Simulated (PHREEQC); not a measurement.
0.027 g of hydrous ferric oxide (600 m²/g; 0.2 weak and 0.005 strong sites per Fe, Dzombak-Morel constants, diffuse double layer) in 1 kg of water with 0.3 mol/kgw of an inert sodium salt and 0.00011 mmol/kgw CuSO4, 0.054 mmol/kgw NaF and 0.00069 mmol/kgw MnCl2, at 25 °C; the pH is set by adding NaOH or the inert anion's acid. The system is closed to oxygen. CO2 from the air is kept out. Precipitation was switched off in this run.

All values are PHREEQC results (ion-association model, wateq4f.dat), not measurements.

```tsv
pH	S sorbed (%)	Cu sorbed (%)	F sorbed (%)	Mn sorbed (%)	surface charge σ (C/m²)	surface potential ψ (mV)
3	31.5	0.0	5.7	0.0	0.350	123
3.67	28.4	0.0	7.9	0.0	0.335	121
4.33	23.6	0.9	8.0	0.0	0.309	117
5	14.5	13.5	6.3	0.0	0.255	107
5.67	5.4	70.5	3.9	0.1	0.184	91
6.33	1.3	96.9	1.9	1.4	0.119	71
7	0.2	99.6	0.8	15.9	0.066	46
7.67	0.0	99.7	0.3	66.8	0.025	19
8.33	0.0	99.6	0.1	95.8	-0.011	-8
9	0.0	99.3	0.0	99.7	-0.050	-37
9.67	0.0	98.6	0.0	100.0	-0.099	-63
10.33	0.0	96.7	0.0	100.0	-0.163	-85
11	0.0	89.2	0.0	100.0	-0.239	-104
```

The database's constant for dissolved Cu(OH)2 is higher than later reviews accept. The oxide is taken as insoluble; below pH 4 it would dissolve.
